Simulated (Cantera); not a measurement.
An isothermal, constant-pressure homogeneous reactor starts with CH₄ : H₂O = 1 : 4.9 (molar parts), at 2023 K and 4.93 atm.

Computed with Cantera and GRI-Mech 3.0 (53 species, 325 reactions).

x: mole fraction; the columns are a selection and need not sum to one.

```json
[
 {"t (s)": "1.00e-5", "x CH₄": "0.130", "x H₂O": "0.809", "x H": "…", "x C₂H₂": "0.00438", "x O₂": "1.21e-7", "x HO₂": "7.95e-10"},
 {"t (s)": "3.01e-5", "x CH₄": "0.0874", "x H₂O": "0.768", "x H": "…", "x C₂H₂": "0.0246", "x O₂": "2.54e-7", "x HO₂": "5.80e-10"},
 {"t (s)": "9.06e-5", "x CH₄": "0.0486", "x H₂O": "0.721", "x H": "…", "x C₂H₂": "0.0414", "x O₂": "2.04e-7", "x HO₂": "4.36e-10"},
 {"t (s)": "0.000273", "x CH₄": "0.0245", "x H₂O": "0.669", "x H": "…", "x C₂H₂": "0.0433", "x O₂": "1.16e-7", "x HO₂": "3.20e-10"},
 {"t (s)": "0.000820", "x CH₄": "0.0151", "x H₂O": "0.599", "x H": "0.000480", "x C₂H₂": "0.0302", "x O₂": "7.09e-8", "x HO₂": "2.00e-10"},
 {"t (s)": "0.00247", "x CH₄": "0.00913", "x H₂O": "0.523", "x H": "0.000517", "x C₂H₂": "0.0114", "x O₂": "4.42e-8", "x HO₂": "1.14e-10"},
 {"t (s)": "0.00743", "x CH₄": "0.00233", "x H₂O": "0.476", "x H": "0.000535", "x C₂H₂": "0.000932", "x O₂": "3.31e-8", "x HO₂": "7.98e-11"},
 {"t (s)": "0.0224", "x CH₄": "1.27e-5", "x H₂O": "0.468", "x H": "0.000543", "x C₂H₂": "1.56e-7", "x O₂": "3.18e-8", "x HO₂": "7.71e-11"},
 {"t (s)": "0.0673", "x CH₄": "1.33e-8", "x H₂O": "0.468", "x H": "0.000544", "x C₂H₂": "<1e-12", "x O₂": "3.19e-8", "x HO₂": "7.73e-11"},
 {"t (s)": "0.203", "x CH₄": "1.33e-8", "x H₂O": "0.468", "x H": "0.000544", "x C₂H₂": "<1e-12", "x O₂": "3.19e-8", "x HO₂": "7.73e-11"},
 {"t (s)": "0.610", "x CH₄": "1.33e-8", "x H₂O": "0.468", "x H": "0.000544", "x C₂H₂": "<1e-12", "x O₂": "3.19e-8", "x HO₂": "7.73e-11"},
 {"t (s)": "1.83", "x CH₄": "1.33e-8", "x H₂O": "0.468", "x H": "0.000544", "x C₂H₂": "<1e-12", "x O₂": "3.19e-8", "x HO₂": "7.73e-11"},
 {"t (s)": "5.52", "x CH₄": "1.33e-8", "x H₂O": "0.468", "x H": "0.000544", "x C₂H₂": "<1e-12", "x O₂": "3.19e-8", "x HO₂": "7.73e-11"},
 {"t (s)": "16.6", "x CH₄": "1.33e-8", "x H₂O": "0.468", "x H": "0.000544", "x C₂H₂": "<1e-12", "x O₂": "3.19e-8", "x HO₂": "7.73e-11"},
 {"t (s)": "50.0", "x CH₄": "1.33e-8", "x H₂O": "0.468", "x H": "0.000544", "x C₂H₂": "<1e-12", "x O₂": "3.19e-8", "x HO₂": "7.73e-11"}
]
```

Task: Fill in the missing entries.

Result: 
- 1.00e-5, x H: 0.000149
- 3.01e-5, x H: 0.000245
- 9.06e-5, x H: 0.000336
- 0.000273, x H: 0.000420
